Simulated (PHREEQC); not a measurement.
Model water analysis in mmol/kgw, 25 °C, pH 6.36, pe 10.7:

| constituent | mmol/kgw |
|---|---|
| Na | 152 |
| K | 3.12 |
| Ca | 10.6 |
| Mg | 6.23 |
| Cl | 182 |
| S(6) | 6.02 |
| Alkalinity (meq/kgw) | 0.0304 |
| N(5) | 0.0404 |

Valence states are taken as typed.

The numbers come from PHREEQC with the ion-association model, wateq4f.dat.

No solid was allowed to form.

Problem. What activity of water, charge-balance error does the model give?

Solution. activity of water 0.994; charge-balance error -1.4 %.

Problem. In which forms is S present?

Solution. SO4-2 66 %, NaSO4- 14 %, CaSO4 11 %, MgSO4 8.3 % of the S.
